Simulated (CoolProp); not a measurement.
The numbers come from the reference Helmholtz-energy equation of state, Zhou 2012 in CoolProp.

For o-xylene, give the phase and the density (kg/m³), isothermal compressibility (1/MPa), conductivity (mW/(m K)) at 84.45 °C and 0.159 MPa.


- 84.45 °C and 0.159 MPa: liquid; density 825, isothermal compressibility 0.00122, conductivity 116

Thermal conductivity comes from a separate model (Mylona 2014).
